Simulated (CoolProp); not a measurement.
Values from CoolProp's reference Helmholtz-energy equation of state, Lemmon 2006. It is a short technical equation, of lower accuracy than the large ones.

Problem. Give the vapour pressure (MPa), liquid cp (kJ/(kg K)), vapour Z, surface tension (mN/m) of saturated nitrous oxide at 216.9, 224.2 K.

Solution. 
```csv
T (K),p (MPa),liquid cp (kJ/(kg K)),vapour Z,surface tension (mN/m)
216.9,0.504,1.78,0.919,16.6
224.2,0.674,1.80,0.900,15.0
```

Surface tension comes from a separate correlation (Mulero 2012).
